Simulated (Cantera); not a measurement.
Catalytic stagnation flow on Pt

A jet of CH₄ : O₂ : N₂ = 0.05 : 0.078 : 0.79 (molar parts) at 300 K and 0.168 atm hits a platinum plate 4.7 cm away at a mass flux of 0.13 kg/m²/s; the plate temperature is set and raised in steps from an oxygen-covered start.

Cantera simulation using Deutschmann's 1995 Pt surface mechanism with GRI-Mech 3.0 gas chemistry; the numbers are that mechanism's predictions, not measurements. Catalytic surfaces can have several steady states; this one follows from the mechanism file's or the stated starting coverage.

| plate T (K) | wall x CH₄ | wall x O₂ | wall x H₂O | wall x OH | wall x CO | wall x CO₂ | θ free Pt | θ H* | θ CO* | θ C* |
|---|---|---|---|---|---|---|---|---|---|---|
| 900 | 0.00834 | 0.00352 | 0.0847 | <1e-8 | 0.0326 | 0.0186 | 0.509 | 0.000138 | 0.485 | 0.00521 |
| 950 | 0.00574 | 0.00253 | 0.0887 | <1e-8 | 0.0412 | 0.0117 | 0.622 | 0.000385 | 0.368 | 0.00891 |
| 1000 | 0.00412 | 0.00191 | 0.0899 | <1e-8 | 0.0450 | 0.00912 | 0.739 | 0.000817 | 0.250 | 0.0104 |
| 1050 | 0.00322 | 0.00156 | 0.0883 | <1e-8 | 0.0446 | 0.0107 | 0.840 | 0.00118 | 0.152 | 0.00701 |
| 1100 | 0.00278 | 0.00140 | 0.0853 | <1e-8 | 0.0419 | 0.0144 | 0.910 | 0.00135 | 0.0853 | 0.00367 |
| 1150 | 0.00259 | 0.00135 | 0.0819 | 1.28e-8 | 0.0383 | 0.0189 | 0.951 | 0.00140 | 0.0458 | 0.00185 |
| 1200 | 0.00253 | 0.00135 | 0.0783 | 3.11e-8 | 0.0343 | 0.0236 | 0.973 | 0.00138 | 0.0244 | 0.000947 |
x: mole fraction at the wall; θ: surface coverage.
